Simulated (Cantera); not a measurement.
## Counterflow diffusion flame

A counterflow diffusion flame at 360 Torr, nozzles 20 mm apart: fuel side 69.0 % H2, 31.0 % N2 at 550 K, oxidiser side 18.0 % O2, 82.0 % N2 at 425 K, fuel mass flux 0.5 times the oxidiser's; mixture-averaged transport, no radiation.

Model: the H2/O2 subset of GRI-Mech 3.0, which has no nitrogen chemistry, integrated in Cantera. The maximum strain rate includes the flame's own expansion and is several times the mean.

```json
[
 {"oxidiser flux (kg/m²/s)": "0.29", "max strain (1/s)": "429", "mean strain (1/s)": "106", "T max (K)": "1960", "peak x OH": "0.0124", "peak x H": "0.0211", "peak x H2O": "0.233", "peak x HO2": "6.29e-5"},
 {"oxidiser flux (kg/m²/s)": "0.43", "max strain (1/s)": "599", "mean strain (1/s)": "157", "T max (K)": "1908", "peak x OH": "0.0122", "peak x H": "0.0240", "peak x H2O": "0.231", "peak x HO2": "7.46e-5"},
 {"oxidiser flux (kg/m²/s)": "0.64", "max strain (1/s)": "819", "mean strain (1/s)": "233", "T max (K)": "1850", "peak x OH": "0.0118", "peak x H": "0.0270", "peak x H2O": "0.228", "peak x HO2": "8.64e-5"},
 {"oxidiser flux (kg/m²/s)": "0.96", "max strain (1/s)": "1120", "mean strain (1/s)": "350", "T max (K)": "1786", "peak x OH": "0.0111", "peak x H": "0.0303", "peak x H2O": "0.225", "peak x HO2": "9.88e-5"},
 {"oxidiser flux (kg/m²/s)": "1.4", "max strain (1/s)": "1530", "mean strain (1/s)": "510", "T max (K)": "1726", "peak x OH": "0.0104", "peak x H": "0.0335", "peak x H2O": "0.222", "peak x HO2": "0.000111"},
 {"oxidiser flux (kg/m²/s)": "2.1", "max strain (1/s)": "2230", "mean strain (1/s)": "765", "T max (K)": "1658", "peak x OH": "0.00954", "peak x H": "0.0368", "peak x H2O": "0.218", "peak x HO2": "0.000126"},
 {"oxidiser flux (kg/m²/s)": "3.2", "max strain (1/s)": "3300", "mean strain (1/s)": "1170", "T max (K)": "1590", "peak x OH": "0.00860", "peak x H": "0.0402", "peak x H2O": "0.213", "peak x HO2": "0.000144"}
]
```
x: mole fraction; the columns are a selection and need not sum to one.
